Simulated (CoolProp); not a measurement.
A single-stage vapour-compression cycle with the fluid: evaporating at 327.15 K (dew point), condensing at 359.15 K (bubble point), superheat 0 K, subcooling 2 K, compressor efficiency 0.9, no pressure losses. The same conditions are run with several fluids, on thermodynamics alone (safety and materials aside).

Computed with CoolProp (reference Helmholtz-energy equation of state of each fluid (fluoroethane (R161): Wu 2012; R236EA: Rui 2013; propane: Lemmon 2009; isobutane: Bücker 2006; isobutene: Lemmon 2005; isohexane: Lemmon 2006)).

Problem. Rank fluoroethane (R161), R236EA, propane, isobutane, isobutene, isohexane by cooling COP, highest first.

Solution. isohexane (7.99), isobutene (7.53), R236EA (7.30), isobutane (7.21), fluoroethane (R161) (6.60), propane (5.84)

```csv
fluid,pressure ratio,discharge temperature (K),refrigerating effect (kJ/kg),volumetric capacity (kJ/m³)
fluoroethane (R161),1.94,370.4,199,9200
R236EA,2.26,359.1,98.0,3240
propane,1.87,365.2,170,7270
isobutane,2.01,359.2,210,4070
isobutene,2.06,359.1,243,3990
isohexane,2.60,359.1,254,695
```

The compression ends wet for: R236EA; isobutane; isobutene; isohexane.
